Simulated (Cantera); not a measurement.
Input: 1 mol Si3N4, 1.6 mol Cl2, 31 mol H2, equilibrated at 1800 K and 0.100 bar.

Equilibrium computed with Cantera from the NASA thermochemical tables; the gas is ideal and each condensed phase is pure. Candidate condensed phases: NH4Cl, Si, Si3N4; 28 gas species. The tables' values for SiCl3, SiCl are old estimates; treat these amounts as uncertain. Gases not in the tables: Si2H6 and higher silanes. The numbers say what is thermodynamically allowed, not how fast it happens.

Base state: H2 0.863, HCl 0.0632, N2 0.0578, SiCl2 0.0143, H 0.00105, SiCl3 0.000155, SiCl 5.91e-5, Cl 5.89e-5 (mole fractions); condensed: Si(l).

Task: What changes in the equilibrium state with this change: temperature from 1800 K to 1898.15 K?

Result: 
| species | before | after |
|---|---|---|
| H2 | 0.863 | 0.861 |
| HCl | 0.0632 | 0.0651 |
| N2 | 0.0578 | 0.0577 |
| H | 0.00105 | 0.00230 |
| SiCl2 | 0.0143 | 0.0133 |
| Si | 3.18e-5 | 0.000123 |
| SiH | 1.06e-5 | 3.15e-5 |
| SiCl | 5.91e-5 | 0.000136 |
| Si(l), mol | 2.49 | 2.52 |
The tables' values for SiCl, SiCl3 are old estimates; treat these amounts as uncertain.
